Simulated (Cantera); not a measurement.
A closed system holds: 1 mol C₂F₆, 0.18 mol CH₄, at 1.00 Torr.

These are equilibrium values from Cantera (NASA tables, ideal gas, pure condensed phases), not measurements of a reactor. Candidate condensed phases: C, C₆H₆, C₇H₈, C₈H₁₈; 95 gas species. The feed counts by its element totals alone. Gases not in the tables: C₂F₆ and larger saturated fluorocarbons. Rates play no part.

Problem. What share of the C ends up in condensed phases as a function of T (°C), at 2102, 2202, 2302, 2402, 2502, 2602, 2702, 2802, 2902, 3002, 3102?

Solution. 
```csv
T (°C),C condensed (%),as
2102,56.0,C(graphite)
2202,69.0,C(graphite)
2302,75.9,C(graphite)
2402,75.8,C(graphite)
2502,63.5,C(graphite)
2602,18.4,C(graphite)
2702,0.0,-
2802,0.0,-
2902,0.0,-
3002,0.0,-
3102,0.0,-
```
